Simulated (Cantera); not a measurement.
An adiabatic, constant-pressure homogeneous reactor starts with CO : H2 : CH4 : O2 : N2 : H2O = 1 : 0.056 : 0.83 : 1.82 : 6.86 : 0.3 (molar parts), equivalence ratio 1.2, at 1050 K and 19.0 bar.

Model: GRI-Mech 3.0 (53 species, 325 reactions), integrated in Cantera. The pressure lies above the range GRI-Mech 3.0 was tuned for (to about 10 atm).

x: mole fraction; the columns are a selection and need not sum to one.

```csv
t (s),T (K),x CO,x H2,x CH4,x CO2,x C2H6
2.00e-6,1050,0.0920,0.00515,0.0764,2.23e-9,<1e-12
5.22e-6,1050,0.0920,0.00515,0.0764,6.15e-9,<1e-12
1.36e-5,1050,0.0920,0.00515,0.0764,1.82e-8,9.15e-12
3.56e-5,1050,0.0920,0.00515,0.0764,6.33e-8,1.61e-10
9.28e-5,1050,0.0920,0.00515,0.0764,2.88e-7,[?]
0.000242,1050,0.0920,0.00515,0.0764,1.73e-6,[?]
0.000632,1050,0.0920,0.00515,0.0764,1.13e-5,[?]
0.00165,1051,0.0920,0.00512,0.0764,5.41e-5,[?]
0.00431,1053,0.0919,0.00504,0.0762,0.000204,[?]
0.0112,1065,0.0913,0.00472,0.0756,0.000921,[?]
0.0294,2697,0.0614,0.0143,<1e-12,0.108,<1e-12
0.0766,2697,0.0614,0.0143,<1e-12,0.108,<1e-12
0.200,2697,0.0614,0.0143,<1e-12,0.108,<1e-12
```

Problem. Complete the blanks.

Solution. 
- 9.28e-5, x C2H6: 2.88e-9
- 0.000242, x C2H6: 5.58e-8
- 0.000632, x C2H6: 8.85e-7
- 0.00165, x C2H6: 6.31e-6
- 0.00431, x C2H6: 2.75e-5
- 0.0112, x C2H6: 0.000138
